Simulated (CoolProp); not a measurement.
Saturation properties of ammonia (Tc = 132.4 °C, pc = 113.6 bar, ω = 0.256).

Computed with CoolProp (reference Helmholtz-energy equation of state, Gao 2020).

```json
[
 {"T (°C)": "-45.65", "p (bar)": "(withheld)", "liquid cp (kJ/(kg K))": "4.419", "liquid viscosity (µPa s)": "305"},
 {"T (°C)": "-36.35", "p (bar)": "(withheld)", "liquid cp (kJ/(kg K))": "4.454", "liquid viscosity (µPa s)": "266"},
 {"T (°C)": "-26.95", "p (bar)": "1.382", "liquid cp (kJ/(kg K))": "(withheld)", "liquid viscosity (µPa s)": "(withheld)"},
 {"T (°C)": "-17.55", "p (bar)": "2.116", "liquid cp (kJ/(kg K))": "4.527", "liquid viscosity (µPa s)": "208"},
 {"T (°C)": "-8.25", "p (bar)": "3.119", "liquid cp (kJ/(kg K))": "4.568", "liquid viscosity (µPa s)": "(withheld)"},
 {"T (°C)": "1.15", "p (bar)": "4.480", "liquid cp (kJ/(kg K))": "(withheld)", "liquid viscosity (µPa s)": "168"},
 {"T (°C)": "10.55", "p (bar)": "(withheld)", "liquid cp (kJ/(kg K))": "4.672", "liquid viscosity (µPa s)": "152"},
 {"T (°C)": "19.95", "p (bar)": "8.557", "liquid cp (kJ/(kg K))": "4.739", "liquid viscosity (µPa s)": "(withheld)"},
 {"T (°C)": "29.25", "p (bar)": "11.41", "liquid cp (kJ/(kg K))": "4.819", "liquid viscosity (µPa s)": "127"},
 {"T (°C)": "38.65", "p (bar)": "14.97", "liquid cp (kJ/(kg K))": "4.917", "liquid viscosity (µPa s)": "116"}
]
```

**Question.** Complete the blanks.

**Answer.** 
- -45.65, p (bar): 0.5247
- -36.35, p (bar): 0.8681
- -26.95, liquid cp (kJ/(kg K)): 4.490
- -26.95, liquid viscosity (µPa s): 234
- -8.25, liquid viscosity (µPa s): 186
- 1.15, liquid cp (kJ/(kg K)): 4.616
- 10.55, p (bar): 6.265
- 19.95, liquid viscosity (µPa s): 139

It boils at -33.3 °C under 1 atm.

Viscosity comes from a separate model (Fenghour 1995).
